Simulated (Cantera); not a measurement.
A closed system holds: 1 mol Si, 0.6 mol O₂, 160 mol H₂, at 2098 K and 0.100 bar.

These are equilibrium values from Cantera (NASA tables, ideal gas, pure condensed phases), not measurements of a reactor. Candidate condensed phases: H₂O, Si, SiO₂; 18 gas species. The numbers say what is thermodynamically allowed, not how fast it happens.

Base state: H₂ 0.983, H 0.00965, SiO 0.00618, H₂O 0.00124 (mole fractions); condensed: gas only.

What changes in the equilibrium state with this change: O₂ from 0.6 to 0.08 mol?


```csv
species,before,after
H₂,0.983,0.988
H,0.00965,0.00967
Si,3.48e-7,0.00131
SiO,0.00618,0.000993
H₂O,0.00124,5.31e-8
Si₂,<1e-9,1.69e-5
SiH₂,4.73e-8,0.000178
"Si(l), mol",0,0.558
```
Gases not in the tables: Si₂H₆ and higher silanes.
